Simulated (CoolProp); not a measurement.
Values from CoolProp's reference Helmholtz-energy equation of state, Lemmon 2006. It is a short technical equation, of lower accuracy than the large ones.

Task: Give the vapour pressure (kPa), vapour density (kg/m³), liquid conductivity (mW/(m K)) of saturated C3F8 (R218) at -58.75, -10.25, 47.85 °C.

Result: 
| T (°C) | p (kPa) | vapour density (kg/m³) | liquid conductivity (mW/(m K)) |
|---|---|---|---|
| -58.75 | 33.2 | 3.59 | 67.9 |
| -10.25 | 293 | 28.3 | 54.8 |
| 47.85 | 1540 | 170 | 39.6 |

Thermal conductivity comes from a separate model (Huber 2003), an estimate that may be off by 10 % or more.
